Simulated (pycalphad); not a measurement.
An equivalent pycalphad script:

```python
from pycalphad import Database, equilibrium, calculate, variables as v
import numpy as np
db = Database('COST507.tdb')
comps = ['CU', 'SI', 'VA']
phases = ['BCC_A2', 'CU19SI6_ETA', 'CU33SI7_DELTA', 'CU4SI_EPSILON', 'CU56SI11_GAMMA', 'DIAMOND_A4', 'FCC_A1', 'HCP_A3', 'LIQUID']
eq = equilibrium(db, comps, phases, {v.X('SI'): 0.0015, v.T: np.arange(2250, 499, -75), v.P: 101325, v.N: 1}, output=['HM', 'SM'])
```

All values are pycalphad results on the COST 507 light-alloy database (1999) (1 atm), not direct measurements. These are 1990s assessments: newer ones move some temperatures and phases. Amounts are mole fractions of atoms. Kinetics are ignored, which matters at the lower temperatures.

Results at three of the temperatures:

```
T = 2100.00 K, P = 101325 Pa, N = 1 mol of atoms
G = -139131 J/mol, H = 65718 J/mol, S = 97.55 J/(mol K)  (SER reference)
chemical potentials (J/mol): Cu -139021, Si -212090
phase             fraction      x(Cu)      x(Si)
LIQUID              1.0000     0.9985     0.0015
```

```
T = 1425.00 K, P = 101325 Pa, N = 1 mol of atoms
G = -77128 J/mol, H = 44540 J/mol, S = 85.38 J/(mol K)  (SER reference)
chemical potentials (J/mol): Cu -77011, Si -154616
phase             fraction      x(Cu)      x(Si)
LIQUID              1.0000     0.9985     0.0015
```

```
T = 1200.00 K, P = 101325 Pa, N = 1 mol of atoms
G = -59998 J/mol, H = 24653 J/mol, S = 70.54 J/(mol K)  (SER reference)
chemical potentials (J/mol): Cu -59913, Si -116669
phase             fraction      x(Cu)      x(Si)
FCC_A1              1.0000     0.9985     0.0015
```

Changes of the phase set, refined by bisection:

```tsv
T (°C)	phases above	phases below
1083.5	LIQUID	FCC_A1 + LIQUID
1081.4	FCC_A1 + LIQUID	FCC_A1
```

FCC_A1 is fcc. The hcp model here describes the intermediate κ phase of Cu-Si.
